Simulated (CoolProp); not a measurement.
R1336mzz(Z) along the isobar 133 bar: density (kg/m³) from the reference equation and from simpler models built on Tc = 171.3 °C, pc = 29.04 bar, ω = 0.386; each cubic takes its own stable root.

Values from CoolProp's reference Helmholtz-energy equation of state, McLinden 2020.

```json
[
 {"T (°C)": "-50.35", "phase": "liquid", "reference": "1567"},
 {"T (°C)": "-20.65", "phase": "liquid", "reference": "1504"},
 {"T (°C)": "9.05", "phase": "liquid", "reference": "1439"},
 {"T (°C)": "38.75", "phase": "liquid", "reference": "1373"},
 {"T (°C)": "68.45", "phase": "liquid", "reference": "1304"},
 {"T (°C)": "98.05", "phase": "liquid", "reference": "1233"},
 {"T (°C)": "127.75", "phase": "liquid", "reference": "1156"},
 {"T (°C)": "157.45", "phase": "liquid", "reference": "1074"},
 {"T (°C)": "187.15", "phase": "supercritical", "reference": "986.0"},
 {"T (°C)": "216.85", "phase": "supercritical", "reference": "890.9"}
]
```

Question: How far does each simpler model (van der Waals, Soave-Redlich-Kwong, Peng-Robinson) lie from the reference over these 10 states: mean and median of the absolute difference, and the worst?

Answer: 
- van der Waals: mean 37.0 %, median 38.4 %, worst -43.4 % at -50.35 °C and 133 bar
- Soave-Redlich-Kwong: mean 13.7 %, median 13.5 %, worst -15.8 % at -50.35 °C and 133 bar
- Peng-Robinson: mean 3.5 %, median 3.2 %, worst -5.6 % at -50.35 °C and 133 bar
